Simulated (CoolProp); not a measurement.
A simple Rankine cycle with R11: condensing at 312.15 K, boiler at 2.63 MPa, turbine inlet 476.7 K, turbine efficiency 0.75, pump efficiency 0.7, no recuperator. Each further row changes one setting.

Values from CoolProp's reference Helmholtz-energy equation of state, Jacobsen 1992.

```csv
case,thermal efficiency (%),net work (kJ/kg),heat in (kJ/kg),turbine exit temperature (K),volume ratio over the turbine
as stated,16.6,42.9,258,375.0,15.5
turbine inlet 496.7 K,16.8,46.1,274,395.3,[?]
condensing temperature 304.15 K,[?],46.9,265,368.0,19.9
boiler pressure 1.84 MPa,15.1,40.4,[?],392.8,10.3
turbine efficiency 0.65,[?],36.9,258,[?],15.9
```

Question: What belongs in the gaps?

Answer: 
- turbine inlet 496.7 K, volume ratio over the turbine: 15.0
- condensing temperature 304.15 K, thermal efficiency (%): 17.7
- boiler pressure 1.84 MPa, heat in (kJ/kg): 267
- turbine efficiency 0.65, thermal efficiency (%): 14.3
- turbine efficiency 0.65, turbine exit temperature (K): 384.4
